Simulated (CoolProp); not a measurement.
Saturation properties of ethanol (Tc = 514.7 K, pc = 62.68 bar, ω = 0.644).

Computed with CoolProp (reference Helmholtz-energy equation of state, Schroeder 2014).

```json
[
 {"T (K)": "302.6", "p (bar)": "0.1015", "enthalpy of vaporisation (kJ/kg)": "915.8", "vapour Z": "0.9933", "vapour viscosity (µPa s)": "8.91"},
 {"T (K)": "322", "p (bar)": "0.2782", "enthalpy of vaporisation (kJ/kg)": "892.5", "vapour Z": "0.9865", "vapour viscosity (µPa s)": "9.50"},
 {"T (K)": "341.4", "p (bar)": "0.6689", "enthalpy of vaporisation (kJ/kg)": "865.5", "vapour Z": "0.9754", "vapour viscosity (µPa s)": "10.1"},
 {"T (K)": "360.8", "p (bar)": "1.443", "enthalpy of vaporisation (kJ/kg)": "833.9", "vapour Z": "0.9590", "vapour viscosity (µPa s)": "10.7"},
 {"T (K)": "380.2", "p (bar)": "2.840", "enthalpy of vaporisation (kJ/kg)": "796.7", "vapour Z": "0.9362", "vapour viscosity (µPa s)": "11.2"},
 {"T (K)": "399.6", "p (bar)": "5.176", "enthalpy of vaporisation (kJ/kg)": "752.6", "vapour Z": "0.9063", "vapour viscosity (µPa s)": "11.8"},
 {"T (K)": "419", "p (bar)": "8.832", "enthalpy of vaporisation (kJ/kg)": "700.9", "vapour Z": "0.8684", "vapour viscosity (µPa s)": "12.4"},
 {"T (K)": "438.4", "p (bar)": "14.24", "enthalpy of vaporisation (kJ/kg)": "640.5", "vapour Z": "0.8214", "vapour viscosity (µPa s)": "13.1"},
 {"T (K)": "457.9", "p (bar)": "21.91", "enthalpy of vaporisation (kJ/kg)": "570.0", "vapour Z": "0.7632", "vapour viscosity (µPa s)": "13.9"},
 {"T (K)": "477.3", "p (bar)": "32.28", "enthalpy of vaporisation (kJ/kg)": "486.2", "vapour Z": "0.6895", "vapour viscosity (µPa s)": "14.9"},
 {"T (K)": "496.7", "p (bar)": "46.00", "enthalpy of vaporisation (kJ/kg)": "372.5", "vapour Z": "0.5838", "vapour viscosity (µPa s)": "16.7"}
]
```

It boils at 351.6 K under 1 atm.

Viscosity comes from a separate model (Kiselev 2005).
